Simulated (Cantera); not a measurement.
Input: 1 mol SiF4, 0.34 mol N2, at 2048 K and 0.133 bar.

Cantera equilibrium calculation (NASA polynomials, part measured and part estimated; ideal gas, pure solids and liquids). Candidate condensed phases: Si, Si3N4; 16 gas species. The tables' values for SiF3 are old estimates; treat these amounts as uncertain. The numbers say what is thermodynamically allowed, not how fast it happens.

Base state: SiF4 0.745, N2 0.254, F 0.000638, SiF3 0.000638 (mole fractions); condensed: gas only.

**Question.** What changes in the equilibrium state with this change: pressure from 0.133 bar to 7.90 mbar?

**Answer.** 
```csv
species,before,after
SiF4,0.745,0.742
N2,0.254,0.253
F,0.000638,0.00262
SiF3,0.000638,0.00261
```
